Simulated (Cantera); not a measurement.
Cantera run:

```python
import numpy as np
import cantera as ct

gas_names = """
    C CN CO CO2 C2 CCN CNC C2N2 C2O C3 C3O2 C4 C4N2 C5 Fe FeC5O5 FeO N NCO NO NO2 NO3 N2 N2O O O2 O3
""".split()
cond_names = """
    C(gr) Fe(a) Fe(c) Fe(d) Fe(L) FeC5O5(L) FeO(s) FeO(L) Fe2O3(s) Fe3O4(s)
""".split()


# ... load() reads the species with a 1 bar reference pressure and builds the phases ...
atoms = {
    'Fe3O4': {'Fe': 3, 'O': 4},
    'CO': {'C': 1, 'O': 1},
    'N2': {'N': 2},
}
top_T = {'C(gr)': 4500, 'Fe2O3(s)': 1830, 'Fe3O4(s)': 1870}  # K; cautious upper limits of use, not melting points


# ... equilibrate(T, P, feed) seeds the gas with the atoms and calls Mixture.equilibrate('TP', solver="vcs", rtol=1e-11, max_steps=5000) ...
results = []
feed = {'Fe3O4': 1, 'CO': 2.5, 'N2': 0.62}  # mol
T = 2075  # K
for P in [10, 36, 130, 460, 1700, 6000, 22000, 77000, 280000, 1000000]:
    mix = equilibrate(T, P, feed)
    results.append((T, P, feed, dict(zip(mix.species_names, mix.species_moles))))
    x = sorted(zip(gas.X, gas.species_names), reverse=True)
    print(f"T = {T:g} K  P = {P:g} Pa  gas = {mix.phase_moles(0):.4g} mol")
    print("   x: " + "  ".join(f"{s} {v:.3e}" for v, s in x if v > 0.0001))
    print("   condensed (mol): " + ("  ".join(f"{mix.phase(i).name} {mix.phase_moles(i):.4g}"
          for i in range(1, mix.n_phases) if mix.phase_moles(i) > 1e-12) or "none"))
```

Output:

```
T = 2075 K  P = 10 Pa  gas = 7.317 mol
   x: Fe 3.516e-01  CO2 2.018e-01  CO 1.399e-01  O2 1.217e-01  N2 8.358e-02  FeO 5.840e-02  O 4.067e-02  NO 2.317e-03
   condensed (mol): none
T = 2075 K  P = 36 Pa  gas = 4.075 mol
   x: CO2 3.478e-01  CO 2.657e-01  Fe 1.699e-01  N2 1.514e-01  O2 2.785e-02  FeO 2.560e-02  O 1.025e-02  NO 1.491e-03
   condensed (mol): FeO(L) 2.203
T = 2075 K  P = 130 Pa  gas = 3.393 mol
   x: CO 3.848e-01  CO2 3.520e-01  N2 1.824e-01  Fe 6.734e-02  FeO 7.090e-03  O2 3.763e-03  O 1.983e-03  NO 6.018e-04
   condensed (mol): FeO(L) 2.747
T = 2075 K  P = 460 Pa  gas = 3.205 mol
   x: CO 4.468e-01  CO2 3.332e-01  N2 1.933e-01  Fe 2.334e-02  FeO 2.004e-03  O2 7.071e-04  O 4.570e-04  NO 2.685e-04
   condensed (mol): FeO(L) 2.919
T = 2075 K  P = 1700 Pa  gas = 3.144 mol
   x: CO 4.708e-01  CO2 3.243e-01  N2 1.971e-01  Fe 6.837e-03  FeO 5.422e-04  O2 1.632e-04  NO 1.303e-04  O 1.142e-04
   condensed (mol): FeO(L) 2.977
T = 2075 K  P = 6000 Pa  gas = 3.127 mol
   x: CO 4.779e-01  CO2 3.216e-01  N2 1.982e-01  Fe 1.983e-03  FeO 1.536e-04
   condensed (mol): FeO(L) 2.993
T = 2075 K  P = 22000 Pa  gas = 3.122 mol
   x: CO 4.800e-01  CO2 3.208e-01  N2 1.986e-01  Fe 5.445e-04
   condensed (mol): FeO(L) 2.998
T = 2075 K  P = 77000 Pa  gas = 3.121 mol
   x: CO 4.806e-01  CO2 3.206e-01  N2 1.987e-01  Fe 1.559e-04
   condensed (mol): FeO(L) 2.999
T = 2075 K  P = 280000 Pa  gas = 3.12 mol
   x: CO 4.807e-01  CO2 3.205e-01  N2 1.987e-01
   condensed (mol): FeO(L) 3
T = 2075 K  P = 1e+06 Pa  gas = 3.12 mol
   x: CO 4.808e-01  CO2 3.205e-01  N2 1.987e-01
   condensed (mol): FeO(L) 3
```

Method: chemical equilibrium by Gibbs-energy minimisation in Cantera with the NASA 1993 tables (ideal gas, pure condensed phases). The tables' stoichiometric FeO is somewhat more stable than real wüstite, so its field is too wide. FeO: taken at fixed stoichiometry.
